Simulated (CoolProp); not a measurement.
A closed Brayton cycle with dry air: compressor inlet 320.15 K and 0.83 MPa, high pressure 1.63 MPa, turbine inlet 750 K, compressor efficiency 0.8, turbine efficiency 0.85, recuperator effectiveness 0.95 (on enthalpy, no pinch check). Each further row changes one setting.

The numbers come from the reference Helmholtz-energy equation of state, Lemmon 2000 in CoolProp. It is a pseudo-pure fit of the blend.

```tsv
case	thermal efficiency (%)	net work (kJ/kg)	compressor to turbine work	compressor exit (K)	turbine exit (K)
as stated	22.0	27.9	0.75	405.1	644.7
turbine inlet 700 K	17.3	20.3	0.81	405.1	600.7
compressor inlet 330.15 K	20.0	25.2	0.78	417.6	644.7
high pressure 1.39 MPa	23.7	24.7	0.72	383.6	668.1
recuperator effectiveness 0.5	11.7	27.9	0.75	405.1	644.7
```
